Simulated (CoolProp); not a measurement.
Aqueous magnesium chloride as a coolant, at 22 °C, 1 atm.

The numbers come from the Melinder's fits for secondary coolants in CoolProp.

```
mass %  freezing point (°C)  conductivity (W/(m K))  density (kg/m³)  cp (kJ/(kg K))  viscosity (mPa s)
------  -------------------  ----------------------  ---------------  --------------  -----------------
5.2                     ___                     ___             1041           3.885               1.16
6.7                    -4.4                   0.587             1054           3.798               1.21
8.2                    -6.0                   0.584             1067           3.713               1.29
9.7                    -7.9                     ___             1080           3.629               1.39
11.2                    ___                   0.577             1093           3.546               1.52
12.7                  -12.5                   0.573             1107           3.466               1.66
14.2                  -15.2                   0.568              ___           3.389               1.79
15.8                  -18.4                   0.564             1135           3.310               1.93
17.3                    ___                   0.559             1148           3.239                ___
18.8                  -25.4                   0.555             1163           3.170               2.22
20.3                  -29.6                   0.550             1177           3.102               2.52
21.8                  -34.7                   0.546             1192           3.034               3.16
```

Problem. What belongs in the gaps?

Solution. 
- 5.2, freezing point (°C): -3.1
- 5.2, conductivity (W/(m K)): 0.590
- 9.7, conductivity (W/(m K)): 0.581
- 11.2, freezing point (°C): -10.1
- 14.2, density (kg/m³): 1120
- 17.3, freezing point (°C): -21.7
- 17.3, viscosity (mPa s): 2.05
